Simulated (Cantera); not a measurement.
A freely propagating, adiabatic, planar premixed flame of CH4 : O2 : N2 = 1 : 2.38 : 8.95 (molar parts), equivalence ratio 0.84, unburnt at 550 K and 1.01 bar; mixture-averaged transport, grid criteria slope 0.08 and curve 0.16, no radiation.

Model: GRI-Mech 3.0 (53 species, 325 reactions), integrated in Cantera. Burning velocities carry a grid error of a few per cent, more on coarse grids.

### Question
How do the results move with these cheaper or finer settings: unity-Lewis-number transport; multicomponent transport; multicomponent+Soret transport; grid criteria slope 0.5, curve 1; grid criteria slope 0.25, curve 0.5; grid criteria slope 0.03, curve 0.06?

### Answer
| setting | laminar burning velocity | thermal thickness | peak x(CH2CO) | peak x(OH) | grid points |
|---|---|---|---|---|---|
| as above | 95.4 cm/s | 0.368 mm | 8.54e-5 | 0.00899 | 146 |
| unity-Lewis-number transport | 76.8 cm/s | 0.390 mm | 5.80e-5 | 0.00943 | 127 |
| multicomponent transport | 95.8 cm/s | 0.373 mm | 8.73e-5 | 0.00900 | 146 |
| multicomponent+Soret transport | 94.2 cm/s | 0.374 mm | 8.49e-5 | 0.00894 | 146 |
| grid criteria slope 0.5, curve 1 | 105 cm/s | 0.403 mm | 8.58e-5 | 0.00917 | 41 |
| grid criteria slope 0.25, curve 0.5 | 99.2 cm/s | 0.381 mm | 8.48e-5 | 0.00908 | 56 |
| grid criteria slope 0.03, curve 0.06 | 93.9 cm/s | 0.366 mm | 8.59e-5 | 0.00893 | 346 |
The base run took very roughly 14 core-seconds.
Unity Lewis numbers drop preferential diffusion, which matters most where H2 and H carry the flame; Soret adds thermal diffusion.
